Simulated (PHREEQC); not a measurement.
5 g of hydrous ferric oxide (600 m²/g; 0.2 weak and 0.005 strong sites per Fe, Dzombak-Morel constants, diffuse double layer) in 1 kg of water with 0.005 mol/kgw of an inert sodium salt and 0.54 mmol/kgw ZnCl2, 0.083 mmol/kgw BaCl2 and 0.51 mmol/kgw NaF, at 25 °C; the pH is set by adding NaOH or the inert anion's acid. O2 is buffered at 0.21 atm. CO2 from the air is kept out. No solid was allowed to form.

The series has 17 steps of pH, from 3 to 9.

The numbers come from PHREEQC with the ion-association model, wateq4f.dat.

**Question.** Near which pH is half of the Zn sorbed, and on which side is more sorbed?

**Answer.** Near pH 5.6, with more sorbed at higher pH.

**Question.** Near which pH is half of the Ba sorbed, and on which side is more sorbed?

**Answer.** Near pH 8.1, with more sorbed at higher pH.

**Question.** Near which pH is half of the F sorbed, and on which side is more sorbed?

**Answer.** Near pH 7.7, with more sorbed at lower pH.

The oxide is taken as insoluble; below pH 4 it would dissolve.
